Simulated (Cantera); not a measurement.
Charge: 1 mol Mg(OH)₂, a varied amount of H₂, 1.5 mol CO₂, at 1325 K and 42000 Pa.

Cantera equilibrium calculation (NASA polynomials, part measured and part estimated; ideal gas, pure solids and liquids). Candidate condensed phases: C, C₆H₆, C₇H₈, C₈H₁₈, H₂O, Mg, MgCO₃, MgO, Mg(OH)₂; 116 gas species. Rates play no part.

x: gas mole fraction; n: condensed amount in mol.

| n(H₂) (mol) | x CO₂ | x H₂ | x H₂O | x CO | x H | x CH₄ | n MgO(s) |
|---|---|---|---|---|---|---|---|
| 0.065 | 0.567 | 0.00707 | 0.408 | 0.0183 | 2.12e-7 | <1e-12 | 1.00 |
| 0.1 | 0.549 | 0.0110 | 0.412 | 0.0274 | 2.65e-7 | <1e-12 | 1.00 |
| 0.16 | 0.522 | 0.0181 | 0.418 | 0.0421 | 3.39e-7 | (withheld) | 1.00 |
| 0.25 | 0.484 | 0.0291 | 0.425 | 0.0618 | 4.31e-7 | (withheld) | 1.00 |
| 0.39 | 0.431 | 0.0473 | 0.434 | 0.0877 | 5.49e-7 | (withheld) | 1.00 |
| 0.61 | 0.363 | 0.0773 | 0.440 | 0.119 | 7.02e-7 | (withheld) | 1.00 |
| 0.95 | 0.284 | 0.125 | 0.440 | 0.150 | 8.92e-7 | (withheld) | 1.00 |
| 1.5 | 0.200 | 0.200 | 0.425 | 0.175 | 1.13e-6 | (withheld) | 1.00 |
| 2.3 | 0.130 | 0.296 | 0.391 | 0.183 | 1.37e-6 | (withheld) | 1.00 |
| 3.6 | 0.0740 | 0.418 | 0.336 | 0.172 | 1.63e-6 | (withheld) | 1.00 |
| 5.7 | 0.0378 | 0.550 | 0.267 | 0.145 | 1.87e-6 | (withheld) | 1.00 |

Question: Some entries are withheld; supply them.

Answer: 
- 0.16, x CH₄: 5.07e-12
- 0.25, x CH₄: 3.06e-11
- 0.39, x CH₄: 1.82e-10
- 0.61, x CH₄: 1.06e-9
- 0.95, x CH₄: 5.68e-9
- 1.5, x CH₄: 2.80e-8
- 2.3, x CH₄: 1.04e-7
- 3.6, x CH₄: 3.19e-7
- 5.7, x CH₄: 7.70e-7
